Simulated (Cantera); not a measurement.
# Gas-phase reforming

An isothermal, constant-pressure homogeneous reactor starts with CH4 : H2O = 1 : 18 (molar parts), at 1450 K and 0.133 bar.

Model: GRI-Mech 3.0 (53 species, 325 reactions), integrated in Cantera.

```json
[
 {"t (s)": "0.000100", "x CH4": "0.0526", "x H2O": "0.947", "x O2": "<1e-12", "x C2H4": "6.10e-12", "x C2H6": "3.97e-11", "x OH": "2.24e-8"},
 {"t (s)": "0.000439", "x CH4": "0.0526", "x H2O": "0.947", "x O2": "<1e-12", "x C2H4": "5.93e-10", "x C2H6": "3.54e-9", "x OH": "7.65e-8"},
 {"t (s)": "0.00192", "x CH4": "0.0526", "x H2O": "0.947", "x O2": "<1e-12", "x C2H4": "4.97e-8", "x C2H6": "2.65e-7", "x OH": "3.03e-7"},
 {"t (s)": "0.00843", "x CH4": "0.0526", "x H2O": "0.947", "x O2": "1.10e-12", "x C2H4": "2.93e-6", "x C2H6": "9.35e-6", "x OH": "9.33e-7"},
 {"t (s)": "0.0370", "x CH4": "0.0522", "x H2O": "0.947", "x O2": "4.79e-11", "x C2H4": "7.73e-5", "x C2H6": "5.87e-5", "x OH": "1.83e-6"},
 {"t (s)": "0.162", "x CH4": "0.0504", "x H2O": "0.946", "x O2": "5.34e-10", "x C2H4": "0.000424", "x C2H6": "7.75e-5", "x OH": "2.13e-6"},
 {"t (s)": "0.711", "x CH4": "0.0434", "x H2O": "0.938", "x O2": "1.75e-9", "x C2H4": "0.000376", "x C2H6": "5.49e-5", "x OH": "2.10e-6"},
 {"t (s)": "3.12", "x CH4": "0.0268", "x H2O": "0.911", "x O2": "7.89e-10", "x C2H4": "0.000160", "x C2H6": "1.99e-5", "x OH": "2.07e-6"},
 {"t (s)": "13.7", "x CH4": "0.0138", "x H2O": "0.852", "x O2": "2.86e-10", "x C2H4": "6.56e-5", "x C2H6": "3.47e-6", "x OH": "1.64e-6"},
 {"t (s)": "60.0", "x CH4": "0.00597", "x H2O": "0.801", "x O2": "1.63e-10", "x C2H4": "1.12e-5", "x C2H6": "4.05e-7", "x OH": "1.23e-6"}
]
```
x: mole fraction; the columns are a selection and need not sum to one.

Equilibrium at this temperature and pressure: CH4 1.60e-11, H2O 0.778, O2 1.37e-10, C2H4 <1e-12, C2H6 <1e-12, OH 1.17e-6 (gas phase only).
